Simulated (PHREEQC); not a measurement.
Solution (25 °C): 0.048 mol CdCl2 and 0.00051 mol H3BO3 per kg of water. Closed to the air; pH follows from the charge balance.

Equilibrium calculation in PHREEQC: ion-association model, phreeqc.dat.

This is a speciation only: nothing precipitates in the calculation.

### Question
Order these Cl species by the share of Cl that they hold, largest first: CdCl2, Cl-, CdCl3-, CdCl+.

### Answer
Cl- (59 %), CdCl+ (31 %), CdCl2 (9.2 %), CdCl3- (0.50 %)

### Question
Order these Cd species by the share of Cd that they hold, largest first: CdCl+, CdCl3-, CdCl2, Cd+2.

### Answer
CdCl+ (62 %), Cd+2 (28 %), CdCl2 (9.2 %), CdCl3- (0.33 %)

The pH is 5.52 and the ionic strength 0.0705 mol/kgw.
